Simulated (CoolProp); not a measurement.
Values from CoolProp's reference Helmholtz-energy equation of state, Akasaka 2023.

**Question.** For R1336mzz(E), give the phase and the density (kg/m³), cp (kJ/(kg K)), expansivity (1/kK), fugacity coefficient at 25.65 °C and 57 bar.

**Answer.** 
- 25.65 °C and 57 bar: liquid; density 1350, cp 1.22, expansivity 2.04, fugacity coefficient 0.0422
